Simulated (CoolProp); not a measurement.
The numbers come from the reference Helmholtz-energy equation of state, Marx 1992 in CoolProp.

Task: Give the vapour pressure (bar), liquid density (kg/m³), vapour density (kg/m³), enthalpy of vaporisation (kJ/kg) of saturated R113 at 21.85, 90.55, 193.55 °C.

Result: 
| T (°C) | p (bar) | liquid density (kg/m³) | vapour density (kg/m³) | enthalpy of vaporisation (kJ/kg) |
|---|---|---|---|---|
| 21.85 | 0.395 | 1570 | 3.08 | 152 |
| 90.55 | 3.47 | 1400 | 23.9 | 129 |
| 193.55 | 25.0 | 977 | 214 | 64.5 |
